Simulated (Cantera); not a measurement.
Input (Python, Cantera) and output of one run.

```python
import numpy as np
import cantera as ct

gas_names = """
    F
""".split()
cond_names = """
    CaF2(a) CaF2(b) CaF2(L) Ca(a) Ca(b) Ca(L)
""".split()


def load(file, names, dense=False):
    # The tables refer to 1 bar. Condensed volumes are neglected.
    table = {s.name: s for s in ct.Species.list_from_file(file)}
    out = []
    for n in names:
        d = dict(table[n].input_data)
        d["thermo"] = dict(d["thermo"], **{"reference-pressure": 1e5})
        if dense:
            d["equation-of-state"] = {"model": "constant-volume", "density": "1e6 g/cm^3"}
        out.append(ct.Species.from_dict(d))
    return out


species = {s.name: s for s in load("nasa_gas.yaml", gas_names) + load("nasa_condensed.yaml", cond_names)}
# Each term lists the table entries of one substance; the one whose range holds T is used.
reactions = {
    'CaF2 = 2 F(g) + Ca':
        [(-1, ['CaF2(a)', 'CaF2(b)', 'CaF2(L)']), (2, ['F']), (1, ['Ca(a)', 'Ca(b)', 'Ca(L)'])],
}


def pick(names, T):
    return next(species[n] for n in names if species[n].thermo.min_temp <= T <= species[n].thermo.max_temp)


results = []
for label, terms in reactions.items():
    print(label)
    print("     T/K   dH/kJ  dS/(J/K)   dG/kJ   log10 K")
    for T in [300, 1573, 1623, 1673, 1723, 1773, 1823, 1873, 1923, 1973]:
        used = [(nu, pick(names, T)) for nu, names in terms]
        dH = sum(nu * s.thermo.h(T) for nu, s in used) / 1e6
        dS = sum(nu * s.thermo.s(T) for nu, s in used) / 1e3
        dG = dH - T * dS / 1e3
        logK = -dG * 1e6 / (ct.gas_constant * T * np.log(10))
        results.append((label, T, dH, dS, dG, logK, [s.name for _, s in used]))
        print(f"{T:8g} {dH:8.1f} {dS:8.1f} {dG:8.1f} {logK:8.2f}")
```

Output:

```
CaF2 = 2 F(g) + Ca
     T/K   dH/kJ  dS/(J/K)   dG/kJ   log10 K
     300   1384.7    291.5   1297.2  -225.87
    1573   1370.5    280.2    929.7   -30.87
    1623   1368.3    278.9    915.7   -29.47
    1673   1366.0    277.5    901.8   -28.16
    1723   1334.9    259.0    888.5   -26.94
    1773   1333.9    258.5    875.6   -25.80
    1823   1332.9    257.9    862.7   -24.72
    1873   1331.9    257.4    849.8   -23.70
    1923   1330.9    256.8    836.9   -22.73
    1973   1329.8    256.3    824.1   -21.82
```

Source: NASA polynomial tables (part measured, part estimated), evaluated in Cantera. Condensed species are held in their standard states even where they would react or evaporate.
